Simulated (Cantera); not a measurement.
Charge: 1 mol Si₃N₄, a varied amount of HF, 11 mol H₂, at 0.000280 bar.

Equilibrium computed with Cantera from the NASA thermochemical tables; the gas is ideal and each condensed phase is pure. Candidate condensed phases: Si, Si₃N₄; 37 gas species. The tables' values for SiF₂, SiF₃ are old estimates. Kinetics and transport are ignored.

Task: What condenses at these points (T in °C, n(HF) in mol): (1527, 2.6); (527, 7.3); (827, 2.6); (1627, 4.3); (1627, 7.3); (1227, 59)?

Result: 
| T (°C) | n(HF) in mol | condensed phases | Si condensed (%) |
|---|---|---|---|
| 1527 | 2.6 | Si | 55.9 |
| 527 | 7.3 | Si₃N₄ | 39.2 |
| 827 | 2.6 | Si₃N₄ | 78.4 |
| 1627 | 4.3 | Si | 5.1 |
| 1627 | 7.3 | gas only | 0.0 |
| 1227 | 59 | gas only | 0.0 |
